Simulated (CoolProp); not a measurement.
Computed with CoolProp (reference Helmholtz-energy equation of state, Gao 2022).

Give the vapour pressure (kPa), liquid density (kg/m³), vapour density (kg/m³), enthalpy of vaporisation (kJ/kg) of saturated n-perfluorobutane at -79.55, -51.55, -30.55 °C.


```csv
T (°C),p (kPa),liquid density (kg/m³),vapour density (kg/m³),enthalpy of vaporisation (kJ/kg)
-79.55,0.864,1860,0.128,122
-51.55,7.83,1770,1.02,113
-30.55,27.2,1700,3.27,107
```
